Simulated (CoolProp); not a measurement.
Vapour-liquid equilibrium of CH2F2 (R32) (1) + R125 (2) at -5.35 °C; x and y are mole fractions of (1).

Computed with CoolProp (multi-fluid Helmholtz-energy mixture model, Tillner-Roth 1997 and Lemmon 2005; pair parameters Lemmon 2004).

| x | bubble pressure (kPa) | y at the bubble point | dew pressure at overall composition x (kPa) | liquid density (mol/L) |
|---|---|---|---|---|
| 0.05 | 574.3 | 0.064 | 572.1 | 11.47 |
| 0.15 | 594.1 | 0.185 | 588.3 | 12.03 |
| 0.25 | 612.8 | 0.298 | 604.9 | 12.65 |
| 0.35 | 629.8 | 0.401 | 621.4 | 13.33 |
| 0.45 | 644.9 | 0.498 | 637.5 | 14.09 |
| 0.55 | 657.9 | 0.590 | 652.4 | 14.94 |
| 0.65 | 668.5 | 0.679 | 665.3 | 15.90 |
| 0.75 | 676.6 | 0.767 | 675.3 | 17.00 |
| 0.85 | 681.7 | 0.856 | 681.5 | 18.28 |
| 0.95 | 683.4 | 0.950 | 683.4 | 19.78 |

y crosses x between x = 0.85 and 0.95: the model has an azeotrope there.

Pair parameters are fitted to limited data, so mixtures are less certain than the pure fluids.
